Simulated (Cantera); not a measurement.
Input (Python, Cantera) and output of one run.

```python
import numpy as np
import cantera as ct

gas_names = """
    Cu CuF CuF2 Cu2 F F2
""".split()
cond_names = """
    Cu(cr) Cu(L) CuF2(s) CuF2(L)
""".split()


# ... load() reads the species with a 1 bar reference pressure and builds the phases ...
atoms = {
    'Cu': {'Cu': 1},
    'F2': {'F': 2},
}
top_T = {}  # K; cautious upper limits of use, not melting points


# ... equilibrate(T, P, feed) seeds the gas with the atoms and calls Mixture.equilibrate('TP', solver="vcs", rtol=1e-11, max_steps=5000) ...
results = []
feed = {'Cu': 1, 'F2': 6.2}  # mol
T = 1175  # K
for P in [1, 3.6, 13, 46, 170, 600, 2200, 7700, 28000, 100000]:
    mix = equilibrate(T, P, feed)
    results.append((T, P, feed, dict(zip(mix.species_names, mix.species_moles))))

top = {s: max(r[3][s] / sum(r[3][g] for g in gas_names) for r in results) for s in gas_names}
cols = sorted((s for s in top if top[s] > 0.0001), key=lambda s: -top[s])[:6]
seen = [c for c in cond_names if any(r[3].get(c, 0) > 1e-12 for r in results)]
print("log10 of partial pressures in bar; condensed amounts in mol")
print(f"{'P/Pa':>10s}" + "".join(f"{s[:9]:>10s}" for s in cols + seen))
for T, P, feed, n in results:
    ng = sum(n[g] for g in gas_names)
    print(f"{P:10.4g}" + "".join(f"{np.log10(max(n[s] / ng * P / 1e5, 1e-99)):10.3f}" for s in cols)
          + "".join(f"{n.get(c, 0):10.4g}" for c in seen))
```

It prints:

```
log10 of partial pressures in bar; condensed amounts in mol
      P/Pa         F        F2      CuF2   CuF2(L)
         1    -5.040    -9.349    -6.057         0
       3.6    -4.484    -8.236    -5.501         0
        13    -3.926    -7.121    -4.943         0
        46    -3.378    -6.025    -4.393         0
       170    -2.813    -4.896    -3.823         0
       600    -2.275    -3.819    -3.268         0
      2200    -1.716    -2.700    -3.123    0.6629
      7700    -1.236    -1.741    -3.123     0.917
   2.8e+04    -0.815    -0.899    -3.123    0.9807
     1e+05    -0.459    -0.186    -3.123    0.9953
```

Cantera equilibrium calculation (NASA polynomials, part measured and part estimated; ideal gas, pure solids and liquids).
